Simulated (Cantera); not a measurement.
Standard-state values (1 bar) from the NASA 1993 polynomials, evaluated with Cantera. Values are per mole of reaction as written; species without (g) are pure solids or liquids, kept so even where they would boil at 1 bar.

Question: Between 2100 and 2250 K, where is each reaction favourable under standard conditions?
- 2 O3(g) + 3 N2(g) → 6 NO(g)
- N2(g) → 2 N(g)

Answer: 
- 2 O3(g) + 3 N2(g) → 6 NO(g): ΔG° is -178 kJ at 2100 K and -209 kJ at 2250 K; it stays negative (K > 1). ΔH° is 245 kJ and ΔS° 202 J/K at 2250 K.
- N2(g) → 2 N(g): ΔG° is 679 kJ at 2100 K and 659 kJ at 2250 K; it stays positive (K < 1). ΔH° is 961 kJ and ΔS° 134 J/K at 2250 K.
